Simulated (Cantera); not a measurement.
Charge: 1 mol CH3Cl, 0.013 mol Si, 0.55 mol H2, at 575 °C and 0.00340 bar.

Equilibrium computed with Cantera from the NASA thermochemical tables; the gas is ideal and each condensed phase is pure. Candidate condensed phases: C, C6H6, C7H8, C8H18, Si, SiC; 109 gas species. Kinetics and transport are ignored.

Base state: H2 0.620, HCl 0.374, SiCl4 0.00511, CH4 0.000836, SiHCl3 1.38e-5 (mole fractions); condensed: C(graphite).

### Question
What changes in the equilibrium state with this change: CH3Cl replaced by C2F6?

### Answer
```csv
species,before,after
CF4,0,0.521
HF,0,0.473
SiF4,0,0.00559
H2,0.620,<1e-9
HCl,0.374,0
SiCl4,0.00511,0
CH4,0.000836,<1e-9
SiHCl3,1.38e-5,0
"C(graphite), mol",0.998,0.788
```
The feed counts by its element totals alone. Condensed phases not in the tables: fluorocarbon polymer. Gases not in the tables: C2F6 and larger saturated fluorocarbons.
